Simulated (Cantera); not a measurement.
A perfectly stirred reactor is fed with N₂O : H₂O = 1 : 0.06 (molar parts), at 300 Torr; it is held at 1450 K, and followed from long to short residence time.

Cantera simulation using GRI-Mech 3.0 (53 species, 325 reactions); the numbers are that mechanism's predictions, not measurements. GRI-Mech 3.0 was tuned for natural gas; its chemistry of N2O as a main component is partial and can be far from experiment. The temperature is held fixed by assumption; the heat of reaction is taken as removed at once.

**Question.** What does this change do: temperature 1450 to 1000 K?

**Answer.** 
| quantity | before | after |
|---|---|---|
| x(N₂O) at τ = 1.80 s | 0.0323 | 0.935 |
| x(H₂O) at τ = 1.80 s | 0.0390 | 0.0565 |
| x(NO) at τ = 1.80 s | 0.0675 | 8.08e-5 |
| x(N₂) at τ = 1.80 s | 0.585 | 0.00536 |
| x(NO₂) at τ = 1.80 s | 0.000266 | 0.000112 |
| x(N₂O) at τ = 18.0 ms | 0.676 | 0.943 |
| x(H₂O) at τ = 18.0 ms | 0.0514 | 0.0566 |
| x(NO) at τ = 18.0 ms | 0.0320 | 1.85e-6 |
| x(N₂) at τ = 18.0 ms | 0.165 | 5.33e-5 |
| x(NO₂) at τ = 18.0 ms | 0.000815 | 2.35e-7 |
The mechanism lacks the step 2 NO + O2 → 2 NO2, which can matter for NO2 below about 1400 K.

**Question.** What does this change do: pressure from 300 Torr to 21.0 Torr?

**Answer.** 
```tsv
quantity	before	after
x(N₂O) at τ = 1.80 s	0.0323	0.251
x(H₂O) at τ = 1.80 s	0.0390	0.0432
x(NO) at τ = 1.80 s	0.0675	0.0817
x(N₂) at τ = 1.80 s	0.585	0.429
x(NO₂) at τ = 1.80 s	0.000266	0.000330
x(N₂O) at τ = 18.0 ms	0.676	0.917
x(H₂O) at τ = 18.0 ms	0.0514	0.0560
x(NO) at τ = 18.0 ms	0.0320	0.00331
x(N₂) at τ = 18.0 ms	0.165	0.0165
x(NO₂) at τ = 18.0 ms	0.000815	0.000210
```
Radical loss at walls, strong at low pressure, is not modelled.

**Question.** What does this change do: temperature 1450 to 1523 K?

**Answer.** 
| quantity | before | after |
|---|---|---|
| x(N₂O) at τ = 1.80 s | 0.0323 | 0.0144 |
| x(H₂O) at τ = 1.80 s | 0.0390 | 0.0386 |
| x(NO) at τ = 1.80 s | 0.0675 | 0.0674 |
| x(N₂) at τ = 1.80 s | 0.585 | 0.597 |
| x(NO₂) at τ = 1.80 s | 0.000266 | 0.000212 |
| x(N₂O) at τ = 18.0 ms | 0.676 | 0.486 |
| x(H₂O) at τ = 18.0 ms | 0.0514 | 0.0476 |
| x(NO) at τ = 18.0 ms | 0.0320 | 0.0626 |
| x(N₂) at τ = 18.0 ms | 0.165 | 0.279 |
| x(NO₂) at τ = 18.0 ms | 0.000815 | 0.000769 |
